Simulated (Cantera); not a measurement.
What does this Cantera script print?

```python
import numpy as np
import cantera as ct

gas = ct.Solution("gri30.yaml")


def delay(T, t_max=10):
    gas.TPX = T, 890000, {'CH4': 1, 'H2': 0.16, 'O2': 4.95, 'N2': 18.6}
    reactor = ct.IdealGasReactor(gas, clone=False)
    net = ct.ReactorNet([reactor])
    net.rtol, net.atol = 1e-8, 1e-16
    while net.time < t_max:
        t_old, T_old = net.time, reactor.T
        net.step()
        if reactor.T > T + 400:  # ignition: a rise of 400 K
            return t_old + (T + 400 - T_old) / (reactor.T - T_old) * (net.time - t_old)
    return np.nan


taus = []
for T in [1075, 1150, 1225, 1300, 1375, 1450, 1525, 1600]:
    taus.append(delay(T))
    print(f"T0 = {T:6g} K   tau = {taus[-1]:.4e} s")
```

Result:

```
T0 =   1075 K   tau = 5.5589e-03 s
T0 =   1150 K   tau = 1.8388e-03 s
T0 =   1225 K   tau = 8.0017e-04 s
T0 =   1300 K   tau = 3.9663e-04 s
T0 =   1375 K   tau = 2.0837e-04 s
T0 =   1450 K   tau = 1.1387e-04 s
T0 =   1525 K   tau = 6.4672e-05 s
T0 =   1600 K   tau = 3.8226e-05 s
```

Detailed kinetics in Cantera: GRI-Mech 3.0 (53 species, 325 reactions).
